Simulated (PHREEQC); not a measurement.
Consider water at 26 °C with 3 mmol/kgw Zn(NO3)2. Closed to the air; pH follows from the charge balance.

Computed with PHREEQC (ion-association model, phreeqc.dat).

Each row changes one thing in this solution. This is a speciation only: nothing precipitates in the calculation.

```tsv
case	pH	ionic strength (mol/kgw)
as made	5.80	0.00900
0.00019 mol/kgw HNO3 added	3.76	[?]
Zn(NO3)2 from 0.003 to 0.03 mol/kgw	5.42	0.0900
Zn(NO3)2 from 0.003 to 0.0003 mol/kgw	6.24	0.000900
0.00015 mol/kgw NaAlO2 added	6.89	[?]
Zn(NO3)2 from 0.003 to 0.0015 mol/kgw	5.93	[?]
Zn(NO3)2 replaced by Ca(NO3)2 at the same molality	6.97	0.00900
Zn(NO3)2 from 0.003 to 0.006 mol/kgw	5.68	0.0180
0.00032 mol/kgw HBr added	3.53	0.00932
```

Problem. Fill in the missing entries.

Solution. 
- 0.00019 mol/kgw HNO3 added, ionic strength (mol/kgw): 0.00919
- 0.00015 mol/kgw NaAlO2 added, ionic strength (mol/kgw): 0.00911
- Zn(NO3)2 from 0.003 to 0.0015 mol/kgw, ionic strength (mol/kgw): 0.00450

Some of these states are supersaturated (in Al(OH)3(a), Gibbsite (slow to form), for instance).
